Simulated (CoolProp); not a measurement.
Vapour-liquid equilibrium of ethanol (1) + ethylbenzene (2) at 464.8 K; x and y are mole fractions of (1).

The numbers come from the multi-fluid Helmholtz-energy mixture model, Schroeder 2014 and Zhou 2012; pair parameters Bell 2016 in CoolProp.

```csv
x,"bubble pressure, mixture model (bar)","bubble pressure, Raoult's law (bar)","y, mixture model","y, Raoult's law"
0.05,6.253,4.746,0.403,0.266
0.2,11.84,7.984,0.687,0.633
0.35,15.24,11.22,0.766,0.788
0.5,17.66,14.46,0.813,0.873
0.65,19.83,17.70,0.856,0.928
0.8,22.07,20.94,0.907,0.965
0.95,24.45,24.18,0.973,0.992
```

The largest gap from Raoult's law is +48.3 % in bubble pressure, at x = 0.2. No azeotrope shows between x = 0.05 and 0.95.

Pair parameters are fitted to limited data, so mixtures are less certain than the pure fluids.
